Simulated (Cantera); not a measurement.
# Ignition delay

Mixture: CH4 : CO : O2 : N2 = 1 : 0.18 : 1.04 : 3.45 (molar parts), at 11.0 bar, adiabatic and at constant volume. Ignition delay is the time to a rise of 400 K.

Cantera simulation using GRI-Mech 3.0 (53 species, 325 reactions); the numbers are that mechanism's predictions, not measurements.

```csv
T0 (K),delay (ms)
1123,22.2
1173,10.6
1223,5.36
1273,2.81
1323,1.53
1373,0.854
```

- apparent activation energy between 1273 and 1373 K: 170 kJ/mol
